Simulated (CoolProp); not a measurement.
Vapour-liquid equilibrium of p-xylene (1) + n-undecane (2) at 0.00601 MPa; x and y are mole fractions of (1).

Model: multi-fluid Helmholtz-energy mixture model, Zhou 2012 and Aleksandrov 2011; pair parameters Bell 2016, in CoolProp.

```json
[
 {"x": "0.05", "bubble temperature, mixture model (°C)": "101.1", "bubble temperature, Raoult's law (°C)": "100.8", "y, mixture model": "0.265", "y, Raoult's law": "0.275"},
 {"x": "0.2", "bubble temperature, mixture model (°C)": "87.3", "bubble temperature, Raoult's law (°C)": "86.9", "y, mixture model": "0.667", "y, Raoult's law": "0.675"},
 {"x": "0.35", "bubble temperature, mixture model (°C)": "78.0", "bubble temperature, Raoult's law (°C)": "77.7", "y, mixture model": "0.829", "y, Raoult's law": "0.833"},
 {"x": "0.5", "bubble temperature, mixture model (°C)": "71.1", "bubble temperature, Raoult's law (°C)": "71.0", "y, mixture model": "0.908", "y, Raoult's law": "0.909"},
 {"x": "0.65", "bubble temperature, mixture model (°C)": "65.9", "bubble temperature, Raoult's law (°C)": "65.8", "y, mixture model": "0.951", "y, Raoult's law": "0.952"},
 {"x": "0.8", "bubble temperature, mixture model (°C)": "61.6", "bubble temperature, Raoult's law (°C)": "61.6", "y, mixture model": "0.978", "y, Raoult's law": "0.978"},
 {"x": "0.95", "bubble temperature, mixture model (°C)": "58.1", "bubble temperature, Raoult's law (°C)": "58.1", "y, mixture model": "0.996", "y, Raoult's law": "0.996"}
]
```

The largest gap from Raoult's law is +0.4 K in bubble temperature, at x = 0.2. No azeotrope shows between x = 0.05 and 0.95.

The pair parameters rest on a limited set of measurements; away from them the model extrapolates.
